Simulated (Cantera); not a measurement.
What does this Cantera script print?

```python
import numpy as np
import cantera as ct

gas = ct.Solution("gri30.yaml")
gas.TPX = 725, 290000, {'CH4': 1, 'C2H6': 0.05, 'O2': 4.94, 'N2': 18.6}
inlet = ct.Reservoir(gas, clone=True)
gas.equilibrate("HP")  # start burning
reactor = ct.IdealGasConstPressureReactor(gas, energy="on", clone=False)
exhaust = ct.Reservoir(gas, clone=True)
tau = [0.02, 0.011, 0.0063, 0.0035, 0.002, 0.0011, 0.00061, 0.00034, 0.00019, 0.00011, 5.9e-05][0]
for a, b in ((inlet, reactor), (reactor, exhaust)):
    ct.MassFlowController(a, b, mdot=lambda t: reactor.mass / tau)
net = ct.ReactorNet([reactor])
show = ['CH4', 'C2H6', 'O2', 'H2O', 'H2O2']

rows = []
print(f"{'tau/s':>10s}{'T/K':>9s}" + "".join(f"{s:>11s}" for s in show))
for tau in [0.02, 0.011, 0.0063, 0.0035, 0.002, 0.0011, 0.00061, 0.00034, 0.00019, 0.00011, 5.9e-05]:
    net.initial_time = 0.0
    net.advance(30 * tau)
    before = gas.X
    net.advance(40 * tau)
    drift = np.max(np.abs(gas.X - before) / (gas.X + 1e-9))
    rows.append([gas.T, *gas[show].X, drift])
    print(f"{tau:10.3e}{gas.T:9.1f}" + "".join(f"{x:11.3e}" for x in gas[show].X))
```

It prints:

```
     tau/s      T/K        CH4       C2H6         O2        H2O       H2O2
 2.000e-02   1709.1  2.318e-05  2.963e-07  1.123e-01  8.686e-02  1.420e-07
 1.100e-02   1706.3  3.436e-05  4.473e-07  1.124e-01  8.673e-02  1.838e-07
 6.300e-03   1702.5  4.963e-05  6.539e-07  1.125e-01  8.657e-02  2.334e-07
 3.500e-03   1696.9  7.342e-05  9.750e-07  1.127e-01  8.635e-02  2.992e-07
 2.000e-03   1689.2  1.075e-04  1.432e-06  1.130e-01  8.607e-02  3.780e-07
 1.100e-03   1677.1  1.644e-04  2.189e-06  1.136e-01  8.566e-02  4.852e-07
 6.100e-04   1659.3  2.584e-04  3.432e-06  1.144e-01  8.510e-02  6.243e-07
 3.400e-04   1631.5  4.338e-04  5.753e-06  1.160e-01  8.426e-02  8.187e-07
 1.900e-04   1578.5  9.154e-04  1.239e-05  1.197e-01  8.254e-02  1.195e-06
 1.100e-04    725.0  4.067e-02  2.033e-03  2.009e-01 -1.577e-15  8.726e-20
 5.900e-05    725.0  4.067e-02  2.033e-03  2.009e-01  1.856e-17  6.300e-19
```

Computed with Cantera and GRI-Mech 3.0 (53 species, 325 reactions).
